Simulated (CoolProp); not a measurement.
CF4 (R14) along the isotherm 237.7 K: Z from the reference equation and from simpler models built on Tc = 227.4 K, pc = 3762 kPa, ω = 0.178; each cubic takes its own stable root.

Model: reference Helmholtz-energy equation of state, Platzer 1990, in CoolProp. This equation is an older, rougher fit; its heat capacities, sound speeds and derivatives of the liquid may be far off and weren't checked against measurements.

| p (kPa) | phase | reference | van der Waals | Redlich-Kwong | Soave-Redlich-Kwong | Peng-Robinson |
|---|---|---|---|---|---|---|
| 2690 | gas | 0.7515 | 0.7650 | 0.7468 | 0.7525 | 0.7293 |
| 5370 | supercritical | 0.3171 | 0.3676 | 0.3424 | 0.3618 | 0.3350 |
| 8060 | supercritical | 0.3594 | 0.4596 | 0.3906 | 0.3981 | 0.3615 |
| 10700 | supercritical | 0.4411 | 0.5658 | 0.4681 | 0.4741 | 0.4287 |
| 13400 | supercritical | 0.5261 | 0.6745 | 0.5489 | 0.5542 | 0.5003 |
| 16100 | supercritical | 0.6104 | 0.7817 | 0.6288 | 0.6338 | 0.5715 |
| 18800 | supercritical | 0.6933 | 0.8874 | 0.7074 | 0.7122 | 0.6418 |
| 21500 | supercritical | 0.7751 | 0.9916 | 0.7847 | 0.7894 | 0.7111 |
| 24200 | supercritical | 0.8556 | 1.095 | 0.8609 | 0.8654 | 0.7795 |
| 26900 | supercritical | 0.9351 | 1.196 | 0.9360 | 0.9404 | 0.8470 |
| 29600 | supercritical | 1.014 | 1.297 | 1.010 | 1.014 | 0.9137 |
| 32200 | supercritical | 1.088 | 1.394 | 1.081 | 1.085 | 0.9772 |
| 34900 | supercritical | 1.165 | 1.493 | 1.153 | 1.157 | 1.043 |
| 37600 | supercritical | 1.241 | 1.591 | 1.225 | 1.229 | 1.107 |
